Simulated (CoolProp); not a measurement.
Properties of toluene along the isobar 205 bar.

Values from CoolProp's reference Helmholtz-energy equation of state, Lemmon 2006. It is a short technical equation, of lower accuracy than the large ones.

```json
[
 {"T (K)": "519.2", "phase": "liquid", "isothermal compressibility (1/MPa)": "0.003564", "conductivity (mW/(m K))": "93.8", "Prandtl number": "3.57"},
 {"T (K)": "526.9", "phase": "liquid", "isothermal compressibility (1/MPa)": "0.003800", "conductivity (mW/(m K))": "93.1", "Prandtl number": "3.50"},
 {"T (K)": "534.7", "phase": "liquid", "isothermal compressibility (1/MPa)": "0.004058", "conductivity (mW/(m K))": "92.4", "Prandtl number": "3.43"},
 {"T (K)": "542.5", "phase": "liquid", "isothermal compressibility (1/MPa)": "0.004336", "conductivity (mW/(m K))": "91.8", "Prandtl number": "3.37"},
 {"T (K)": "550.2", "phase": "liquid", "isothermal compressibility (1/MPa)": "0.004634", "conductivity (mW/(m K))": "91.2", "Prandtl number": "3.30"},
 {"T (K)": "558", "phase": "liquid", "isothermal compressibility (1/MPa)": "0.004958", "conductivity (mW/(m K))": "90.7", "Prandtl number": "3.23"},
 {"T (K)": "565.7", "phase": "liquid", "isothermal compressibility (1/MPa)": "0.005305", "conductivity (mW/(m K))": "90.2", "Prandtl number": "3.16"},
 {"T (K)": "573.5", "phase": "liquid", "isothermal compressibility (1/MPa)": "0.005683", "conductivity (mW/(m K))": "89.9", "Prandtl number": "3.09"},
 {"T (K)": "581.2", "phase": "liquid", "isothermal compressibility (1/MPa)": "0.006085", "conductivity (mW/(m K))": "89.6", "Prandtl number": "3.02"},
 {"T (K)": "589", "phase": "liquid", "isothermal compressibility (1/MPa)": "0.006523", "conductivity (mW/(m K))": "89.3", "Prandtl number": "2.94"},
 {"T (K)": "596.7", "phase": "supercritical", "isothermal compressibility (1/MPa)": "0.006988", "conductivity (mW/(m K))": "89.1", "Prandtl number": "2.87"},
 {"T (K)": "604.5", "phase": "supercritical", "isothermal compressibility (1/MPa)": "0.007494", "conductivity (mW/(m K))": "88.9", "Prandtl number": "2.80"},
 {"T (K)": "612.2", "phase": "supercritical", "isothermal compressibility (1/MPa)": "0.008029", "conductivity (mW/(m K))": "88.9", "Prandtl number": "2.72"},
 {"T (K)": "620", "phase": "supercritical", "isothermal compressibility (1/MPa)": "0.008607", "conductivity (mW/(m K))": "88.8", "Prandtl number": "2.65"}
]
```

Viscosity comes from a separate model (Avgeri 2015). Thermal conductivity comes from a separate model (Assael 2012).
